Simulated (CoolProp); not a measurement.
Sulfur dioxide along the isotherm 394.3 K: Z from the reference equation and from simpler models built on Tc = 430.6 K, pc = 7.887 MPa, ω = 0.256; each cubic takes its own stable root.

Computed with CoolProp (reference Helmholtz-energy equation of state, Gao 2016).

```csv
p (MPa),phase,reference
1.41,gas,0.9093
2.82,gas,0.7999
5.63,liquid,0.1069
7.04,liquid,0.1317
8.45,liquid,0.1560
9.86,liquid,0.1800
11.3,liquid,0.2042
12.7,liquid,0.2274
14.1,liquid,0.2503
15.5,liquid,0.2731
16.9,liquid,0.2956
18.3,liquid,0.3180
19.7,liquid,0.3401
```

How far does each simpler model (van der Waals, Redlich-Kwong, Soave-Redlich-Kwong, Peng-Robinson) lie from the reference over these 13 states: mean and median of the absolute difference, and the worst?


- van der Waals: mean 49.0 %, median 54.4 %, worst +69.5 % at 394.3 K and 5.63 MPa
- Redlich-Kwong: mean 16.4 %, median 17.7 %, worst +24.7 % at 394.3 K and 5.63 MPa
- Soave-Redlich-Kwong: mean 13.0 %, median 14.5 %, worst +18.3 % at 394.3 K and 5.63 MPa
- Peng-Robinson: mean 2.1 %, median 1.8 %, worst +4.7 % at 394.3 K and 5.63 MPa
